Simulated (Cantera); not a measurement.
An adiabatic, constant-pressure homogeneous reactor starts with CH4 : CO : O2 : N2 = 0.42 : 1.1 : 1.5 : 5.64 (molar parts), equivalence ratio 0.93, at 1198 K and 4.93 atm.

Cantera simulation using GRI-Mech 3.0 (53 species, 325 reactions); the numbers are that mechanism's predictions, not measurements.

Predict: time of steepest temperature rise; temperature at 3.00 s; equilibrium temperature; x(CO) at 3.00 s; x(O2) at 3.00 s; x(H2) at 3.00 s; x(NO2) at 3.00 s; x(NO) at 3.00 s.


```
Quantity                                                             Value
---------------------------------  ---------------------------------------
time of steepest temperature rise                                  13.6 ms
temperature at 3.00 s                                               2712 K
equilibrium temperature                                             2712 K
x(CO) at 3.00 s                      0.0406 (gas-phase equilibrium 0.0406)
x(O2) at 3.00 s                      0.0265 (gas-phase equilibrium 0.0265)
x(H2) at 3.00 s                    0.00386 (gas-phase equilibrium 0.00386)
x(NO2) at 3.00 s                   6.14e-6 (gas-phase equilibrium 6.14e-6)
x(NO) at 3.00 s                      0.0107 (gas-phase equilibrium 0.0107)
```
